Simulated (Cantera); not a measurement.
A closed system holds: 1 mol S, 3.2 mol O2, held at 1375 °C.

Method: chemical equilibrium by Gibbs-energy minimisation in Cantera with the NASA 1993 tables (ideal gas, pure condensed phases). Candidate condensed phases: S; 10 gas species. The ideal-gas law is rough above about 30 bar. Equilibrium is a limit: real reactors are often held back by kinetics, nucleation or transport.

log p: log10 of the partial pressure in bar; nothing condenses.

```tsv
P (Pa)	log p O2	log p SO2	log p SO3	log p O
10	-4.16	-4.51	-8.31	…
84	-3.24	-3.58	-6.93	…
710	-2.31	-2.65	-5.54	…
6000	-1.38	-1.73	-4.15	…
50000	-0.46	-0.81	-2.77	…
420000	0.46	0.11	-1.39	…
3600000	1.39	1.02	-0.01	…
30000000	2.31	1.88	1.31	…
```

Problem. What belongs in the gaps?

Solution. 
- 10, log p O: -6.68
- 84, log p O: -6.22
- 710, log p O: -5.75
- 6000, log p O: -5.29
- 50000, log p O: -4.83
- 420000, log p O: -4.37
- 3600000, log p O: -3.90
- 30000000, log p O: -3.44
